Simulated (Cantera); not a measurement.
# Ignition delay

Mixture: 5.73 % CH4, 19.8 % O2, 74.5 % N2, equivalence ratio 0.58, at 22500 Torr, adiabatic and at constant volume. Ignition delay is the time to a rise of 400 K.

Computed with Cantera and GRI-Mech 3.0 (53 species, 325 reactions). The pressure lies above the range GRI-Mech 3.0 was tuned for (to about 10 atm).

| T0 (K) | delay (ms) |
|---|---|
| 1225 | 0.855 |
| 1275 | 0.481 |
| 1325 | 0.282 |
| 1375 | 0.170 |
| 1425 | 0.106 |
| 1475 | 0.0677 |

```json
{
 "apparent activation energy between 1375 and 1475 K": "160 kJ/mol"
}
```
